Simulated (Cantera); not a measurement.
What does this Cantera script print?

```python
import numpy as np
import cantera as ct

gas_names = """
    H HO2 H2 H2O H2O2 H2S H2SO4 Mg MgH MgO MgOH MgO2H2 MgS Mg2 O OH O2 O3 S SH SO SO2 SO3 S2 S2O S8
""".split()
cond_names = """
    H2O(s) H2O(L) H2SO4(L) Mg(cr) Mg(L) MgO(s) MgO(L) MgO2H2(s) MgS(s) MgSO4(s) MgSO4(L) S(cr1) S(cr2)
    S(L)
""".split()


# ... load() reads the species with a 1 bar reference pressure and builds the phases ...
atoms = {
    'MgO': {'Mg': 1, 'O': 1},
    'H2S': {'H': 2, 'S': 1},
    'H2O': {'H': 2, 'O': 1},
}
top_T = {'MgS(s)': 2250}  # K; cautious upper limits of use, not melting points


# ... equilibrate(T, P, feed) seeds the gas with the atoms and calls Mixture.equilibrate('TP', solver="vcs", rtol=1e-11, max_steps=5000) ...
results = []
T = 1448.15  # K
P = 100000  # Pa
for m in [0.061, 0.13, 0.26, 0.53, 1.1, 2.2, 4.6, 9.4]:
    feed = {'MgO': 1, 'H2S': 0.055, 'H2O': m}  # mol
    mix = equilibrate(T, P, feed)
    results.append((T, P, feed, dict(zip(mix.species_names, mix.species_moles))))

top = {s: max(r[3][s] / sum(r[3][g] for g in gas_names) for r in results) for s in gas_names}
cols = sorted((s for s in top if top[s] > 1e-05), key=lambda s: -top[s])[:7]
seen = [c for c in cond_names if any(r[3].get(c, 0) > 1e-12 for r in results)]
print("log10 of partial pressures in bar; condensed amounts in mol")
print(f"{'n(H2O)':>10s}" + "".join(f"{s[:9]:>10s}" for s in cols + seen))
for T, P, feed, n in results:
    ng = sum(n[g] for g in gas_names)
    print(f"{feed['H2O']:10.4g}" + "".join(f"{np.log10(max(n[s] / ng * P / 1e5, 1e-99)):10.3f}" for s in cols)
          + "".join(f"{n.get(c, 0):10.4g}" for c in seen))
```

Output:

```
log10 of partial pressures in bar; condensed amounts in mol
    n(H2O)       H2O       H2S        H2        S2       SO2        SH       S2O    MgO(s)
     0.061    -0.326    -0.596    -0.737    -1.065    -2.552    -2.784    -3.371         1
      0.13    -0.193    -0.810    -0.860    -1.247    -2.132    -2.937    -3.297         1
      0.26    -0.119    -1.055    -0.977    -1.501    -1.876    -3.122    -3.360         1
      0.53    -0.075    -1.348    -1.087    -1.867    -1.752    -3.360    -3.573         1
       1.1    -0.049    -1.713    -1.195    -2.381    -1.740    -3.671    -3.952         1
       2.2    -0.032    -2.180    -1.316    -3.074    -1.812    -4.078    -4.508         1
       4.6    -0.019    -2.944    -1.504    -4.226    -1.985    -4.748    -5.458         1
       9.4    -0.010    -4.017    -1.769    -5.843    -2.247    -5.689    -6.802         1
```

Cantera equilibrium calculation (NASA polynomials, part measured and part estimated; ideal gas, pure solids and liquids).
